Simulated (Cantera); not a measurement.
A closed system holds: 1 mol PbO, 0.14 mol H2, equilibrated at 0.100 bar.

Method: chemical equilibrium by Gibbs-energy minimisation in Cantera with the NASA 1993 tables (ideal gas, pure condensed phases). Candidate condensed phases: H2O, Pb, PbO, PbO2, Pb3O4; 12 gas species. Each liquid is taken as pure. Mutual solubility and eutectic melting of coexisting phases are not modelled. Gases not in the tables: (PbO)n polymers. The numbers say what is thermodynamically allowed, not how fast it happens.

x: gas mole fraction; n: condensed amount in mol.

```tsv
T (°C)	x H2O	x Pb	x PbO	x H2	x Pb2	x O2	x OH	n Pb(l)	n PbO(yellow)	n PbO(l)
600	1.000	6.36e-6	2.36e-8	8.89e-5	2.25e-12	<1e-12	(withheld)	0.140	0.860	0
700	1.000	8.75e-5	1.21e-6	0.000133	1.82e-10	<1e-12	(withheld)	0.140	0.860	0
800	0.999	0.000731	2.91e-5	0.000189	6.34e-9	1.24e-10	(withheld)	0.140	0.860	0
900	0.995	0.00422	0.000386	0.000264	1.19e-7	7.26e-9	(withheld)	0.139	0	0.860
1000	0.978	0.0184	0.00280	0.000421	1.38e-6	1.53e-7	(withheld)	0.137	0	0.860
1100	0.920	0.0641	0.0149	0.000606	1.11e-5	2.02e-6	(withheld)	0.130	0	0.858
1200	0.749	0.188	0.0622	0.000723	6.62e-5	1.84e-5	(withheld)	0.105	0	0.849
1300	0.393	0.393	0.213	0.000438	0.000210	0.000185	(withheld)	0	0	0.784
```

Question: Fill in the missing entries.

Answer: 
- 600, x OH: 1.13e-11
- 700, x OH: 5.29e-10
- 800, x OH: 1.20e-8
- 900, x OH: 1.57e-7
- 1000, x OH: 1.24e-6
- 1100, x OH: 7.03e-6
- 1200, x OH: 2.90e-5
- 1300, x OH: 8.71e-5
